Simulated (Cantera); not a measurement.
Transport properties of process gases

Gas mixture: 33.0 % NO, 67.0 % O2, at 0.132 atm, frozen composition.

Cantera's kinetic-theory transport with the Lennard-Jones parameters of GRI-Mech 3.0, ideal gas; thermal conductivity in the multicomponent form. The composition is frozen, though it would react at the higher temperatures.

| T (K) | ρ (kg/m³) | cp (J/kg/K) | μ (µPa s) | λ (mW/m/K) | Pr | D (cm²/s) OH | D (cm²/s) CH4 | D (cm²/s) CO2 |
|---|---|---|---|---|---|---|---|---|
| 400 | 0.126 | 959.4 | 24.8 | 33.4 | 0.712 | 4.01 | 2.84 | 2.00 |
| 600 | 0.0838 | 1015 | 32.9 | 47.0 | 0.710 | 7.99 | 5.73 | 4.09 |
| 800 | 0.0628 | 1067 | 39.9 | 60.0 | 0.709 | 12.9 | 9.33 | 6.71 |
| 1000 | 0.0503 | 1104 | 46.2 | 72.0 | 0.709 | 18.8 | 13.6 | 9.80 |
| 1200 | 0.0419 | 1128 | 52.1 | 83.0 | 0.708 | 25.4 | 18.4 | 13.3 |
| 1400 | 0.0359 | 1149 | 57.6 | 93.4 | 0.708 | 32.8 | 23.8 | 17.2 |
| 1600 | 0.0314 | 1166 | 62.8 | 103 | 0.708 | 41.0 | 29.7 | 21.5 |
| 1800 | 0.0279 | 1181 | 67.8 | 113 | 0.707 | 49.8 | 36.1 | 26.2 |
D: mixture-averaged diffusion coefficient of that species in the mixture.
